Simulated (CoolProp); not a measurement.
Model: reference Helmholtz-energy equation of state, Schmidt 1985, in CoolProp.

Give the vapour pressure (bar), liquid cp (kJ/(kg K)), liquid viscosity (µPa s) of saturated oxygen at 99.9, 137.6 K.


| T (K) | p (bar) | liquid cp (kJ/(kg K)) | liquid viscosity (µPa s) |
|---|---|---|---|
| 99.9 | 2.52 | 1.74 | 153 |
| 137.6 | 25.1 | 2.50 | 64.2 |

Viscosity comes from a separate model (Lemmon 2004).
